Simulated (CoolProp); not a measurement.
Vapour-liquid equilibrium of CHF3 (R23) (1) + R22 (2) at 11.5 bar; x and y are mole fractions of (1).

Values from CoolProp's multi-fluid Helmholtz-energy mixture model, Penoncello 2003 and Kamei 1995; pair parameters Bell 2016.

Problem. Give the bubble temperature and the first vapour's composition at x = 0.05, 0.35, 0.85. Is there an azeotrope?

Solution. x = 0.05: 296.0 K, y = 0.159; x = 0.35: 271.1 K, y = 0.682; x = 0.85: 251.3 K, y = 0.950. No azeotrope shows between x = 0.05 and 0.95.

Pair parameters are fitted to limited data, so mixtures are less certain than the pure fluids. The gap from Raoult's law changes sign with composition, which may be real or a fault of the pair parameters; it wasn't checked against measurements.
